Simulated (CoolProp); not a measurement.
Properties of propylene along the isotherm 232.5 K.

Values from CoolProp's reference Helmholtz-energy equation of state, Lemmon 2013.

```csv
p (bar),phase,density (kg/m³),cv (kJ/(kg K))
14.2,liquid,602.9,1.380
28.5,liquid,604.6,1.381
42.7,liquid,606.3,1.383
56.9,liquid,607.9,1.384
71.2,liquid,609.5,1.386
85.4,liquid,611.0,1.387
99.6,liquid,612.5,1.389
114,liquid,614.0,1.390
```
